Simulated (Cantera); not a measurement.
An adiabatic, constant-pressure homogeneous reactor starts with CH4 : C2H6 : O2 : N2 = 1 : 0.23 : 5.1 : 19.2 (molar parts), equivalence ratio 0.55, at 1523 K and 580000 Pa. Integrator tolerance rtol = 1e-08.

Detailed kinetics in Cantera: GRI-Mech 3.0 (53 species, 325 reactions).

Problem. What does this change do: initial temperature 1523 to 1175 K?

Solution. 
```tsv
quantity	before	after
time of steepest temperature rise	36.9 µs	1.69 ms
temperature at 3.00 s	2537 K	2279 K
equilibrium temperature	2537 K	2279 K
x(CH4) at 3.00 s	<1e-12 (gas-phase equilibrium <1e-12)	<1e-12 (gas-phase equilibrium <1e-12)
x(C2H6) at 3.00 s	<1e-12 (gas-phase equilibrium <1e-12)	<1e-12 (gas-phase equilibrium <1e-12)
x(O2) at 3.00 s	0.0809 (gas-phase equilibrium 0.0809)	0.0841 (gas-phase equilibrium 0.0841)
x(CH2O) at 3.00 s	8.35e-12 (gas-phase equilibrium 8.35e-12)	<1e-12 (gas-phase equilibrium <1e-12)
x(CO) at 3.00 s	0.00348 (gas-phase equilibrium 0.00348)	0.000820 (gas-phase equilibrium 0.000820)
x(HCO) at 3.00 s	1.08e-9 (gas-phase equilibrium 1.08e-9)	5.77e-11 (gas-phase equilibrium 5.77e-11)
```
